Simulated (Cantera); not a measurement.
Charge: 1 mol MgSO4, 2.2 mol O2, equilibrated at 100000 Pa.

These are equilibrium values from Cantera (NASA tables, ideal gas, pure condensed phases), not measurements of a reactor. Candidate condensed phases: Mg, MgO, MgS, MgSO4, S; 14 gas species. Mutual solubility and eutectic melting of coexisting phases are not modelled. The numbers say what is thermodynamically allowed, not how fast it happens. All values below are at 1200 K.

Base state: O2 0.994, SO2 0.00493, SO3 0.00126 (mole fractions); condensed: MgO(s) + MgSO4(s).

Problem. What changes in the equilibrium state with this change: 0.21 mol CH4 added?

Solution. 
```csv
species,before,after
O2,0.994,0.734
H2O,0,0.173
CO2,0,0.0863
SO2,0.00493,0.00573
SO3,0.00126,0.00126
"MgO(s), mol",0.0137,0.0170
"MgSO4(s), mol",0.986,0.983
```
Further candidate phases: C, C6H6, C7H8, C8H18, H2O, H2SO4, MgCO3, Mg(OH)2.
